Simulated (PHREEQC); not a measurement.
Solution (32 °C): 0.029 mol/kgw Fe2(SO4)3. Closed to the air; pH follows from the charge balance.

Computed with PHREEQC (ion-association model, phreeqc.dat).

Each row changes one thing in this solution. Precipitation was switched off in this run.

```tsv
case	pH	ionic strength (mol/kgw)	SO4-2 (mol/kgw)	HSO4- (mol/kgw)
as made	2.60	0.106	0.0253	0.00336
Fe2(SO4)3 replaced by ZnSO4 at the same molality	5.56	0.0666	0.0153	2.53e-6
Fe2(SO4)3 from 0.029 to 0.0029 mol/kgw	2.88	0.0157	0.00417	0.000433
Fe2(SO4)3 from 0.029 to 0.0435 mol/kgw	2.54	0.151	0.0348	0.00482
Fe2(SO4)3 from 0.029 to 0.145 mol/kgw	2.39	0.416	0.0858	0.0118
temperature from 32 to 90 °C	2.44	0.148	0.0267	0.0201
Fe2(SO4)3 from 0.029 to 0.0058 mol/kgw	2.81	0.0273	0.00711	0.000800
diluted 10-fold with water	2.88	0.0157	0.00417	0.000433
```

Some of these states are supersaturated (in Hematite (slow to form), Goethite (slow to form), for instance). Constants without temperature data keep their 25 °C values here.
